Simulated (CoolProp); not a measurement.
Saturation properties of n-octane (Tc = 568.7 K, pc = 2.484 MPa, ω = 0.398).

Values from CoolProp's reference Helmholtz-energy equation of state, Beckmüller 2019.

| T (K) | p (MPa) | liquid density (kg/m³) | vapour Z |
|---|---|---|---|
| 453.1 | 0.3715 | 554.9 | 0.8612 |
| 461.9 | 0.4439 | 544.6 | 0.8429 |
| 470.6 | 0.5254 | 534.0 | 0.8232 |
| 479.4 | 0.6191 | 522.8 | 0.8015 |
| 488.2 | 0.7248 | 511.0 | 0.7779 |
| 496.9 | 0.8423 | 498.6 | 0.7525 |
| 505.7 | 0.9754 | 485.2 | 0.7245 |
| 514.4 | 1.122 | 470.9 | 0.6941 |
| 523.2 | 1.287 | 455.0 | 0.6601 |
| 531.9 | 1.468 | 437.5 | 0.6226 |

It boils at 398.8 K under 1 atm.
